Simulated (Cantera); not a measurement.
What does this Cantera script print?

```python
import numpy as np
import cantera as ct

gas_names = """
    B BH BH2 BH3 BN BO BO2 B2 B2O B2O2 B2O3 B3O3H3 H HBO HBO2 HNO HNO2 HNO3 HO2 H2 H2O H2O2 H3B3O6 N NH
    NH2 NH3 NH2OH NO NO2 NO3 N2 N2H2 N2H4 N2O O OH O2 O3
""".split()
cond_names = """
    B(b) B(L) BN(s) B2O3(L) B3O3H3(cr) H2O(s) H2O(L)
""".split()


def load(file, names, dense=False):
    # The tables refer to 1 bar. Condensed volumes are neglected.
    table = {s.name: s for s in ct.Species.list_from_file(file)}
    out = []
    for n in names:
        d = dict(table[n].input_data)
        d["thermo"] = dict(d["thermo"], **{"reference-pressure": 1e5})
        if dense:
            d["equation-of-state"] = {"model": "constant-volume", "density": "1e6 g/cm^3"}
        out.append(ct.Species.from_dict(d))
    return out


gas = ct.Solution(thermo="ideal-gas", species=load("nasa_gas.yaml", gas_names))
cond = {s.name: ct.Solution(thermo="fixed-stoichiometry", species=[s], name=s.name)
        for s in load("nasa_condensed.yaml", cond_names, dense=True)}
atoms = {
    'B2H6': {'B': 2, 'H': 6},
    'H2O': {'H': 2, 'O': 1},
    'N2': {'N': 2},
}
top_T = {'BN(s)': 3200}  # K; cautious upper limits of use, not melting points


def equilibrate(T, P, feed):
    n = {}
    for name, mol in feed.items():
        for a, k in atoms[name].items():
            n[a] = n.get(a, 0.0) + k * mol
    gas.TPX = T, P, n
    mass = sum(n.values()) * gas.mean_molecular_weight
    gas.equilibrate("TP")
    valid = [c for c in cond.values() if c.min_temp <= T <= top_T.get(c.name, c.max_temp)]
    mix = ct.Mixture([(gas, mass / gas.mean_molecular_weight)] + [(c, 0.0) for c in valid])
    mix.T, mix.P = T, P
    mix.equilibrate("TP", solver="vcs", rtol=1e-11, max_steps=5000)
    return mix


results = []
feed = {'B2H6': 1, 'H2O': 2.4, 'N2': 110}  # mol
P = 1000  # Pa
for T in [798, 898, 998, 1098, 1198, 1298, 1398, 1498]:
    mix = equilibrate(T, P, feed)
    results.append((T, P, feed, dict(zip(mix.species_names, mix.species_moles))))

top = {s: max(r[3][s] / sum(r[3][g] for g in gas_names) for r in results) for s in gas_names}
cols = sorted((s for s in top if top[s] > 0.001), key=lambda s: -top[s])[:5]
seen = [c for c in cond_names if any(r[3].get(c, 0) > 1e-12 for r in results)]
print("log10 of partial pressures in bar; condensed amounts in mol")
print(f"{'T/K':>10s}" + "".join(f"{s[:9]:>10s}" for s in cols + seen))
for T, P, feed, n in results:
    ng = sum(n[g] for g in gas_names)
    print(f"{T:10.4g}" + "".join(f"{np.log10(max(n[s] / ng * P / 1e5, 1e-99)):10.3f}" for s in cols)
          + "".join(f"{n.get(c, 0):10.4g}" for c in seen))
```

Output:

```
log10 of partial pressures in bar; condensed amounts in mol
       T/K        N2        H2      B2O3      HBO2     BN(s)   B2O3(L)
       798    -2.021    -3.330   -16.788    -9.912    0.4077    0.7961
       898    -2.021    -3.330   -13.847    -8.622    0.4076    0.7962
       998    -2.021    -3.330   -11.517    -7.608    0.4075    0.7961
      1098    -2.021    -3.330    -9.626    -6.790    0.4077    0.7952
      1198    -2.021    -3.330    -8.065    -6.119    0.4096    0.7906
      1298    -2.021    -3.331    -6.754    -5.559    0.4163    0.7728
      1398    -2.021    -3.335    -5.640    -5.087    0.4322    0.7023
      1498    -2.022    -3.344    -4.681    -4.686    0.4528    0.3656
```

Cantera equilibrium calculation (NASA polynomials, part measured and part estimated; ideal gas, pure solids and liquids). The feed counts by its element totals alone. N2 is the only nitrogen source here; it is nearly inert below about 1500 K, so the nitride shown seldom forms there in practice. Mutual solubility and eutectic melting of coexisting phases are not modelled.
